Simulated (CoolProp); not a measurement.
Vapour-liquid equilibrium of propane (1) + isobutane (2) at 1.95 bar; x and y are mole fractions of (1).

Computed with CoolProp (multi-fluid Helmholtz-energy mixture model, Lemmon 2009 and Bücker 2006; pair parameters Kunz 2012).

| x | bubble temperature, mixture model (K) | bubble temperature, Raoult's law (K) | y, mixture model | y, Raoult's law |
|---|---|---|---|---|
| 0.05 | 276.8 | 276.7 | 0.126 | 0.135 |
| 0.2 | 269.9 | 269.5 | 0.412 | 0.435 |
| 0.35 | 264.3 | 263.7 | 0.607 | 0.631 |
| 0.5 | 259.4 | 258.8 | 0.747 | 0.765 |
| 0.65 | 255.2 | 254.7 | 0.851 | 0.861 |
| 0.8 | 251.4 | 251.1 | 0.927 | 0.932 |
| 0.95 | 248.1 | 248.0 | 0.985 | 0.985 |

The largest gap from Raoult's law is +0.6 K in bubble temperature, at x = 0.5. No azeotrope shows between x = 0.05 and 0.95.

Pair parameters are fitted to limited data, so mixtures are less certain than the pure fluids.
